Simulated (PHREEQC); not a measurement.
Solution A (0.012 mol CdSO4 per kg of water) is mixed with solution B (0.069 mol/kgw CuSO4 and 0.00018 mol/kgw HCl) at 25 °C; shares are by mass of water, 1 kg in all. O2 is buffered at 0.21 atm. The system is closed to CO2. The run lets Cu(OH)2, Brochantite, Antlerite, Atacamite, Cd(OH)2, CdOHCl, Chalcanthite precipitate or redissolve, and no other solid.

Equilibrium calculation in PHREEQC: ion-association model, wateq4f.dat.

```
share of solution B    pH  Antlerite (mol)  Cd+2 (mol/kgw)  Cu+2 (mol/kgw)  CuSO4 (mol/kgw)  CdSO4 (mol/kgw)  Cd(SO4)2-2 (mol/kgw)
-------------------  ----  ---------------  --------------  --------------  ---------------  ---------------  --------------------
0                    6.29                0         0.00745               0                0          0.00421              0.000336
0.1                  4.63          4.97e-6         0.00618         0.00458          0.00230          0.00414              0.000479
0.2                  4.42          8.16e-6         0.00515         0.00880          0.00497          0.00386              0.000582
0.3                  4.30          1.10e-5         0.00427          0.0128          0.00789          0.00348              0.000643
0.4                  4.21          1.37e-5         0.00349          0.0166           0.0110          0.00304              0.000664
0.5                  4.15          1.64e-5         0.00278          0.0203           0.0142          0.00256              0.000645
0.6                  4.10          1.92e-5         0.00214          0.0238           0.0175          0.00207              0.000587
0.7                  4.06          2.19e-5         0.00154          0.0273           0.0209          0.00156              0.000493
0.8                  4.02          2.47e-5        0.000993          0.0307           0.0245          0.00104              0.000362
0.9                  3.99          2.75e-5        0.000479          0.0340           0.0280         0.000521              0.000198
1                    3.96          3.04e-5               0          0.0372           0.0317                0                     0
```

Antlerite from share of solution B = 0.1 (pH 4.63).

Species that the database lacks are ignored.
